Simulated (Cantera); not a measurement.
# Pb + CO2 + H2 (metals in furnace atmospheres)

A closed system holds: 1 mol Pb, 2.5 mol CO2, 80 mol H2, equilibrated at 527 °C.

Cantera equilibrium calculation (NASA polynomials, part measured and part estimated; ideal gas, pure solids and liquids). Candidate condensed phases: C, C6H6, C7H8, C8H18, H2O, Pb, PbO, PbO2, Pb3O4; 113 gas species. Equilibrium is a limit: real reactors are often held back by kinetics, nucleation or transport.

```csv
P (Pa),x H2,x H2O,x CH4,x CO,n Pb(l)
10,0.942,0.0270,2.63e-7,0.0270,0.949
120,0.943,0.0271,3.78e-5,0.0270,0.996
1600,0.937,0.0320,0.00469,0.0226,1.000
19000,0.907,0.0609,0.0294,0.00211,1.000
240000,0.903,0.0645,0.0322,1.56e-5,1.000
3000000,0.903,0.0645,0.0323,9.98e-8,1.00
```
x: gas mole fraction; n: condensed amount in mol.

From 0.000100 bar to 30.0 bar the condensed part is Pb(l).
